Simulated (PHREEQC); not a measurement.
Dissolve 0.023 mol/kgw HCl and 0.17 mol/kgw MnSO4 at 25 °C. It is in equilibrium with CO2 at log p = 0 (atm). Otherwise closed; pH follows from the charge balance.

The numbers come from PHREEQC with the ion-association model, phreeqc.dat.

```json
[
 {"quantity": "pH", "before": "2.21", "after": "1.69"},
 {"quantity": "ionic strength (mol/kgw)", "before": "0.365", "after": "0.0230"},
 {"quantity": "Cl- (mol/kgw)", "before": "0.0209", "after": "0.0230"},
 {"quantity": "HCO3- (mol/kgw)", "before": "3.42e-6", "after": "8.50e-7"}
]
```

Which change was made?
(A) MnSO4 left out
(B) diluted 10-fold with water
(C) HCl from 0.023 to 0.0115 mol/kgw
(D) HCl replaced by FeCl3 at the same molality
(E) HCl from 0.023 to 0.0046 mol/kgw

A, MnSO4 left out

No solid was allowed to form.
